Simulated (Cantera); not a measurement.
Cantera run:

```python
import numpy as np
import cantera as ct

gas_names = """
    H2 O3
""".split()
cond_names = """
    SrO(s) SrO(L) SrO2H2(s) SrO2H2(L)
""".split()


def load(file, names, dense=False):
    # The tables refer to 1 bar. Condensed volumes are neglected.
    table = {s.name: s for s in ct.Species.list_from_file(file)}
    out = []
    for n in names:
        d = dict(table[n].input_data)
        d["thermo"] = dict(d["thermo"], **{"reference-pressure": 1e5})
        if dense:
            d["equation-of-state"] = {"model": "constant-volume", "density": "1e6 g/cm^3"}
        out.append(ct.Species.from_dict(d))
    return out


species = {s.name: s for s in load("nasa_gas.yaml", gas_names) + load("nasa_condensed.yaml", cond_names)}
# Each term lists the table entries of one substance; the one whose range holds T is used.
reactions = {
    '3 H2(g) + O3(g) + 3 SrO = 3 Sr(OH)2':
        [(-3, ['H2']), (-1, ['O3']), (-3, ['SrO(s)', 'SrO(L)']), (3, ['SrO2H2(s)', 'SrO2H2(L)'])],
}


def pick(names, T):
    return next(species[n] for n in names if species[n].thermo.min_temp <= T <= species[n].thermo.max_temp)


results = []
for label, terms in reactions.items():
    print(label)
    print("     T/K   dH/kJ  dS/(J/K)   dG/kJ   log10 K")
    for T in [1500, 1600, 1700, 1800, 1900, 2000, 2100, 2200, 2300]:
        used = [(nu, pick(names, T)) for nu, names in terms]
        dH = sum(nu * s.thermo.h(T) for nu, s in used) / 1e6
        dS = sum(nu * s.thermo.s(T) for nu, s in used) / 1e3
        dG = dH - T * dS / 1e3
        logK = -dG * 1e6 / (ct.gas_constant * T * np.log(10))
        results.append((label, T, dH, dS, dG, logK, [s.name for _, s in used]))
        print(f"{T:8g} {dH:8.1f} {dS:8.1f} {dG:8.1f} {logK:8.2f}")
```

Output:

```
3 H2(g) + O3(g) + 3 SrO = 3 Sr(OH)2
     T/K   dH/kJ  dS/(J/K)   dG/kJ   log10 K
    1500  -1083.3   -304.7   -626.3    21.81
    1600  -1069.7   -295.9   -596.2    19.46
    1700  -1056.7   -288.0   -567.0    17.42
    1800  -1044.1   -280.8   -538.6    15.63
    1900  -1032.1   -274.3   -510.9    14.04
    2000  -1020.6   -268.4   -483.7    12.63
    2100  -1009.6   -263.1   -457.1    11.37
    2200   -999.2   -258.2   -431.1    10.23
    2300   -989.3   -253.8   -405.5     9.21
```

Standard-state values (1 bar) from the NASA 1993 polynomials, evaluated with Cantera. Condensed species are held in their standard states even where they would react or evaporate.
